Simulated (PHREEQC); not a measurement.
Dissolve 25 mmol/kgw MgCl2, 8.9 mmol/kgw NaHCO3 and 0.052 mmol/kgw H4SiO4 at 92 °C. Closed to the air; pH follows from the charge balance.

Equilibrium calculation in PHREEQC: ion-association model, phreeqc.dat.

No solid was allowed to form.

**Question.** Order these Mg species by the share of Mg that they hold, largest first: MgCO3, MgHCO3+, MgOH+, Mg+2.

**Answer.** Mg+2 (93 %), MgHCO3+ (5.5 %), MgCO3 (0.96 %), MgOH+ (0.61 %)

The pH is 7.43 and the ionic strength 0.0801 mol/kgw. Species that the database lacks are ignored. At this temperature some constants are extrapolated from 25 °C, and those without enthalpy data are left unchanged.
